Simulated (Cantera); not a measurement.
Feed: 1 mol NH₃, 0.14 mol SO₂, 0.25 mol O₂, held at 1402 °C and 0.620 bar.

Equilibrium computed with Cantera from the NASA thermochemical tables; the gas is ideal and each condensed phase is pure. Candidate condensed phases: H₂O, H₂SO₄, S; 35 gas species. Kinetics and transport are ignored.

Base state: H₂O 0.382, H₂ 0.314, N₂ 0.247, H₂S 0.0437, S₂ 0.0109, SH 0.00176, SO₂ 0.00135, SO 0.000318 (mole fractions); condensed: gas only.

Question: What changes in the equilibrium state with this change: pressure from 0.620 bar to 98.0 bar?

Answer: 
| species | before | after |
|---|---|---|
| H₂O | 0.382 | 0.390 |
| H₂ | 0.314 | 0.290 |
| N₂ | 0.247 | 0.250 |
| H₂S | 0.0437 | 0.0693 |
| S₂ | 0.0109 | 0.000202 |
| NH₃ | 2.09e-6 | 0.000296 |
| S | 3.32e-5 | 3.60e-7 |
| SO | 0.000318 | 3.80e-6 |
The ideal-gas law is rough above about 30 bar.

Question: What changes in the equilibrium state with this change: NH₃ replaced by CS₂?

Answer: 
```tsv
species	before	after
S₂	0.0109	0.456
CO	0	0.411
CS₂	0	0.120
H₂O	0.382	0
H₂	0.314	0
N₂	0.247	0
H₂S	0.0437	0
COS	0	0.0127
SH	0.00176	0
CS	0	0.000440
CO₂	0	0.000319
H	8.26e-5	0
SO₂	0.00135	3.93e-8
```
Further candidate phases: C.
